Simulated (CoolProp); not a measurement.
Propane along the isotherm 33.35 °C: density (kg/m³) from the reference equation and from simpler models built on Tc = 96.7 °C, pc = 4.251 MPa, ω = 0.152; each cubic takes its own stable root.

Computed with CoolProp (reference Helmholtz-energy equation of state, Lemmon 2009).

```tsv
p (MPa)	phase	reference	van der Waals	Soave-Redlich-Kwong	Peng-Robinson
0.0336	gas	0.5842	0.5835	0.5842	0.5844
0.0543	gas	0.9471	0.9452	0.9469	0.9474
0.0877	gas	1.537	1.532	1.537	1.538
0.142	gas	2.509	2.496	2.508	2.512
0.229	gas	4.102	4.066	4.099	4.109
0.37	gas	6.783	6.682	6.772	6.800
0.598	gas	11.42	___	11.38	___
0.966	gas	19.96	18.95	19.79	20.03
1.56	liquid	480.3	34.17	___	496.6
2.52	liquid	___	307.9	___	502.4
4.07	liquid	488.7	318.3	451.5	___
6.58	liquid	495.9	330.6	462.7	522.2
10.6	liquid	505.7	344.7	477.3	537.4
```

Question: What belongs in the gaps?

Answer: 
- 0.598, van der Waals: 11.12
- 0.598, Peng-Robinson: 11.46
- 1.56, Soave-Redlich-Kwong: 437.9
- 2.52, reference: 483.7
- 2.52, Soave-Redlich-Kwong: 443.5
- 4.07, Peng-Robinson: 510.7

At some of these states van der Waals gives the other phase, because its saturation line lies elsewhere.
